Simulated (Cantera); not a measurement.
What does this Cantera script print?

```python
import numpy as np
import cantera as ct

gas_names = """
    H HNO HNO2 HNO3 HO2 H2 H2O H2O2 N NH NH2 NH3 NH2OH NO NO2 NO3 N2 N2H2 N2H4 N2O O OH O2 O3
""".split()
cond_names = """
    H2O(s) H2O(L)
""".split()


# ... load() reads the species with a 1 bar reference pressure and builds the phases ...
atoms = {
    'N2O': {'N': 2, 'O': 1},
    'H2O': {'H': 2, 'O': 1},
    'N2': {'N': 2},
}
top_T = {}  # K; cautious upper limits of use, not melting points


# ... equilibrate(T, P, feed) seeds the gas with the atoms and calls Mixture.equilibrate('TP', solver="vcs", rtol=1e-11, max_steps=5000) ...
results = []
feed = {'N2O': 1, 'H2O': 0.19, 'N2': 2.4}  # mol
P = 890000  # Pa
for T in [2750, 2800, 2850, 2900, 2950, 3000, 3050, 3100, 3150, 3200, 3250]:
    mix = equilibrate(T, P, feed)
    results.append((T, P, feed, dict(zip(mix.species_names, mix.species_moles))))
    x = sorted(zip(gas.X, gas.species_names), reverse=True)
    print(f"T = {T:g} K  P = {P:g} Pa  gas = {mix.phase_moles(0):.4g} mol")
    print("   x: " + "  ".join(f"{s} {v:.3e}" for v, s in x if v > 1e-05))
    print("   condensed (mol): " + ("  ".join(f"{mix.phase(i).name} {mix.phase_moles(i):.4g}"
          for i in range(1, mix.n_phases) if mix.phase_moles(i) > 1e-12) or "none"))
```

Result:

```
T = 2750 K  P = 890000 Pa  gas = 4.113 mol
   x: N2 8.144e-01  O2 1.050e-01  H2O 4.057e-02  NO 2.463e-02  OH 9.117e-03  O 4.829e-03  H2 7.507e-04  H 6.282e-04  NO2 3.669e-05  HO2 1.696e-05
   condensed (mol): none
T = 2800 K  P = 890000 Pa  gas = 4.117 mol
   x: N2 8.127e-01  O2 1.035e-01  H2O 3.973e-02  NO 2.622e-02  OH 1.020e-02  O 5.855e-03  H2 9.018e-04  H 8.236e-04  NO2 3.717e-05  HO2 1.844e-05
   condensed (mol): none
T = 2850 K  P = 890000 Pa  gas = 4.122 mol
   x: N2 8.110e-01  O2 1.018e-01  H2O 3.881e-02  NO 2.783e-02  OH 1.134e-02  O 7.046e-03  H2 1.074e-03  H 1.068e-03  NO2 3.758e-05  HO2 1.994e-05
   condensed (mol): none
T = 2900 K  P = 890000 Pa  gas = 4.127 mol
   x: N2 8.091e-01  O2 1.000e-01  H2O 3.780e-02  NO 2.944e-02  OH 1.254e-02  O 8.417e-03  H 1.372e-03  H2 1.268e-03  NO2 3.791e-05  HO2 2.144e-05
   condensed (mol): none
T = 2950 K  P = 890000 Pa  gas = 4.133 mol
   x: N2 8.071e-01  O2 9.813e-02  H2O 3.671e-02  NO 3.105e-02  OH 1.378e-02  O 9.986e-03  H 1.744e-03  H2 1.483e-03  NO2 3.816e-05  HO2 2.291e-05
   condensed (mol): none
T = 3000 K  P = 890000 Pa  gas = 4.14 mol
   x: N2 8.049e-01  O2 9.615e-02  H2O 3.553e-02  NO 3.264e-02  OH 1.505e-02  O 1.177e-02  H 2.196e-03  H2 1.721e-03  NO2 3.832e-05  HO2 2.435e-05
   condensed (mol): none
T = 3050 K  P = 890000 Pa  gas = 4.148 mol
   x: N2 8.025e-01  O2 9.406e-02  H2O 3.426e-02  NO 3.423e-02  OH 1.635e-02  O 1.378e-02  H 2.740e-03  H2 1.980e-03  NO2 3.839e-05  HO2 2.572e-05
   condensed (mol): none
T = 3100 K  P = 890000 Pa  gas = 4.157 mol
   x: N2 8.000e-01  O2 9.188e-02  NO 3.578e-02  H2O 3.291e-02  OH 1.766e-02  O 1.603e-02  H 3.387e-03  H2 2.259e-03  NO2 3.836e-05  HO2 2.700e-05
   condensed (mol): none
T = 3150 K  P = 890000 Pa  gas = 4.167 mol
   x: N2 7.973e-01  O2 8.959e-02  NO 3.730e-02  H2O 3.148e-02  OH 1.895e-02  O 1.855e-02  H 4.151e-03  H2 2.556e-03  NO2 3.824e-05  HO2 2.818e-05  N 1.048e-05
   condensed (mol): none
T = 3200 K  P = 890000 Pa  gas = 4.177 mol
   x: N2 7.945e-01  O2 8.721e-02  NO 3.878e-02  H2O 2.997e-02  O 2.133e-02  OH 2.023e-02  H 5.042e-03  H2 2.866e-03  NO2 3.802e-05  HO2 2.923e-05  N 1.395e-05
   condensed (mol): none
T = 3250 K  P = 890000 Pa  gas = 4.189 mol
   x: N2 7.915e-01  O2 8.474e-02  NO 4.021e-02  H2O 2.839e-02  O 2.439e-02  OH 2.145e-02  H 6.074e-03  H2 3.186e-03  NO2 3.771e-05  HO2 3.012e-05  N 1.841e-05
   condensed (mol): none
```

These are equilibrium values from Cantera (NASA tables, ideal gas, pure condensed phases), not measurements of a reactor.
